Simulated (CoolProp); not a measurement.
A closed Brayton cycle with carbon dioxide: compressor inlet 307.15 K and 9.9 MPa, high pressure 31.4 MPa, turbine inlet 845 K, compressor efficiency 0.85, turbine efficiency 0.85, recuperator effectiveness 0.9 (on enthalpy, no pinch check). Each further row changes one setting.

The numbers come from the reference Helmholtz-energy equation of state, Span 1996 in CoolProp.

| case | thermal efficiency (%) | net work (kJ/kg) | compressor to turbine work | compressor exit (K) | turbine exit (K) |
|---|---|---|---|---|---|
| as stated | 36.1 | 113 | 0.22 | 338.0 | 712.1 |
| turbine inlet 795 K | 34.6 | [?] | 0.24 | 338.0 | 666.5 |
| compressor inlet 317.15 K | 34.6 | [?] | 0.28 | 370.6 | 712.1 |
| high pressure 26.7 MPa | 34.8 | 101 | [?] | 332.6 | 730.2 |
| recuperator effectiveness 0.5 | 22.6 | 113 | 0.22 | 338.0 | 712.1 |

Q: What belongs in the gaps?

A: 
- turbine inlet 795 K, net work (kJ/kg): 103
- compressor inlet 317.15 K, net work (kJ/kg): 105
- high pressure 26.7 MPa, compressor to turbine work: 0.20
